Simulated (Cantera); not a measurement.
A closed system holds: 1 mol HgO, 0.049 mol O₂, 4.7 mol H₂, equilibrated at 877 °C and 3200 Pa.

Method: chemical equilibrium by Gibbs-energy minimisation in Cantera with the NASA 1993 tables (ideal gas, pure condensed phases). Candidate condensed phases: H₂O, Hg, HgO; 10 gas species. Kinetics and transport are ignored.

Base state: H₂ 0.632, H₂O 0.193, Hg 0.175 (mole fractions); condensed: gas only.

Question: What changes in the equilibrium state with this change: O₂ from 0.049 to 1.8 mol?

Answer: 
| species | before | after |
|---|---|---|
| H₂O | 0.193 | 0.807 |
| Hg | 0.175 | 0.175 |
| H₂ | 0.632 | 0.0175 |
